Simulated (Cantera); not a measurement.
## SiO2 + F2 + H2 (oxide etching and cleaning by halides)

Input: 1 mol SiO2, 2.5 mol F2, 12 mol H2, equilibrated at 2.60 mbar.

Method: chemical equilibrium by Gibbs-energy minimisation in Cantera with the NASA 1993 tables (ideal gas, pure condensed phases). Candidate condensed phases: H2O, Si, SiO2; 38 gas species. Rates play no part.

```json
[
 {"T (°C)": "477", "x H2": "0.689", "x HF": "0.158", "x H2O": "0.102", "x SiF4": "0.0511", "x SiHF3": "1.98e-9", "n SiO2(α-quartz)": "0.295", "n SiO2(β-quartz)": "0"},
 {"T (°C)": "502", "x H2": "0.686", "x HF": "0.171", "x H2O": "0.0949", "x SiF4": "0.0475", "x SiHF3": "3.44e-9", "n SiO2(α-quartz)": "0.343", "n SiO2(β-quartz)": "0"},
 {"T (°C)": "527", "x H2": "0.684", "x HF": "0.184", "x H2O": "0.0880", "x SiF4": "0.0440", "x SiHF3": "5.77e-9", "n SiO2(α-quartz)": "0.389", "n SiO2(β-quartz)": "0"},
 {"T (°C)": "552", "x H2": "0.682", "x HF": "0.196", "x H2O": "0.0815", "x SiF4": "0.0408", "x SiHF3": "9.35e-9", "n SiO2(α-quartz)": "0.432", "n SiO2(β-quartz)": "0"},
 {"T (°C)": "577", "x H2": "0.680", "x HF": "0.207", "x H2O": "0.0754", "x SiF4": "0.0377", "x SiHF3": "1.47e-8", "n SiO2(α-quartz)": "0", "n SiO2(β-quartz)": "0.473"},
 {"T (°C)": "602", "x H2": "0.678", "x HF": "0.218", "x H2O": "0.0697", "x SiF4": "0.0348", "x SiHF3": "2.24e-8", "n SiO2(α-quartz)": "0", "n SiO2(β-quartz)": "0.512"},
 {"T (°C)": "627", "x H2": "0.676", "x HF": "0.227", "x H2O": "0.0644", "x SiF4": "0.0322", "x SiHF3": "3.34e-8", "n SiO2(α-quartz)": "0", "n SiO2(β-quartz)": "0.548"},
 {"T (°C)": "652", "x H2": "0.675", "x HF": "0.236", "x H2O": "0.0595", "x SiF4": "0.0298", "x SiHF3": "4.86e-8", "n SiO2(α-quartz)": "0", "n SiO2(β-quartz)": "0.581"},
 {"T (°C)": "677", "x H2": "0.673", "x HF": "0.244", "x H2O": "0.0551", "x SiF4": "0.0275", "x SiHF3": "6.92e-8", "n SiO2(α-quartz)": "0", "n SiO2(β-quartz)": "0.611"},
 {"T (°C)": "702", "x H2": "0.672", "x HF": "0.252", "x H2O": "0.0510", "x SiF4": "0.0255", "x SiHF3": "9.66e-8", "n SiO2(α-quartz)": "0", "n SiO2(β-quartz)": "0.639"},
 {"T (°C)": "727", "x H2": "0.671", "x HF": "0.258", "x H2O": "0.0473", "x SiF4": "0.0237", "x SiHF3": "1.33e-7", "n SiO2(α-quartz)": "0", "n SiO2(β-quartz)": "0.665"}
]
```
x: gas mole fraction; n: condensed amount in mol.

From 477 °C to 552 °C the condensed part is SiO2(α-quartz). From 577 °C to 727 °C the condensed part is SiO2(β-quartz). The main Si-bearing gas is SiF4 throughout. The share of Si in condensed phases is highest at 727 °C (66.5 %) and lowest at 477 °C (29.5 %).
